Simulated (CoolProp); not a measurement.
Vapour-liquid equilibrium of R125 (1) + R115 (2) at 1.89 bar; x and y are mole fractions of (1).

Computed with CoolProp (multi-fluid Helmholtz-energy mixture model, Lemmon 2005 and Lemmon 2016; pair parameters Bell 2016).

```json
[
 {"x": "0.05", "bubble temperature (K)": "246.8", "y at the bubble point": "0.118", "dew temperature at overall composition x (K)": "248.0", "liquid density (mol/L)": "9.784"},
 {"x": "0.125", "bubble temperature (K)": "244.4", "y at the bubble point": "0.251", "dew temperature at overall composition x (K)": "246.7", "liquid density (mol/L)": "9.953"},
 {"x": "0.2", "bubble temperature (K)": "242.7", "y at the bubble point": "0.350", "dew temperature at overall composition x (K)": "245.4", "liquid density (mol/L)": "10.12"},
 {"x": "0.275", "bubble temperature (K)": "241.3", "y at the bubble point": "0.428", "dew temperature at overall composition x (K)": "244.0", "liquid density (mol/L)": "10.28"},
 {"x": "0.35", "bubble temperature (K)": "240.3", "y at the bubble point": "0.492", "dew temperature at overall composition x (K)": "242.7", "liquid density (mol/L)": "10.45"},
 {"x": "0.425", "bubble temperature (K)": "239.6", "y at the bubble point": "0.548", "dew temperature at overall composition x (K)": "241.4", "liquid density (mol/L)": "10.62"},
 {"x": "0.5", "bubble temperature (K)": "239.0", "y at the bubble point": "0.598", "dew temperature at overall composition x (K)": "240.2", "liquid density (mol/L)": "10.79"},
 {"x": "0.575", "bubble temperature (K)": "238.5", "y at the bubble point": "0.646", "dew temperature at overall composition x (K)": "239.2", "liquid density (mol/L)": "10.98"},
 {"x": "0.65", "bubble temperature (K)": "238.2", "y at the bubble point": "0.694", "dew temperature at overall composition x (K)": "238.5", "liquid density (mol/L)": "11.17"},
 {"x": "0.725", "bubble temperature (K)": "238.0", "y at the bubble point": "0.744", "dew temperature at overall composition x (K)": "238.1", "liquid density (mol/L)": "11.37"},
 {"x": "0.8", "bubble temperature (K)": "237.9", "y at the bubble point": "0.799", "dew temperature at overall composition x (K)": "237.9", "liquid density (mol/L)": "11.58"},
 {"x": "0.875", "bubble temperature (K)": "238.0", "y at the bubble point": "0.863", "dew temperature at overall composition x (K)": "238.1", "liquid density (mol/L)": "11.80"},
 {"x": "0.95", "bubble temperature (K)": "238.3", "y at the bubble point": "0.939", "dew temperature at overall composition x (K)": "238.4", "liquid density (mol/L)": "12.03"}
]
```

y crosses x between x = 0.725 and 0.8: the model has an azeotrope there.

The pair parameters rest on a limited set of measurements; away from them the model extrapolates.
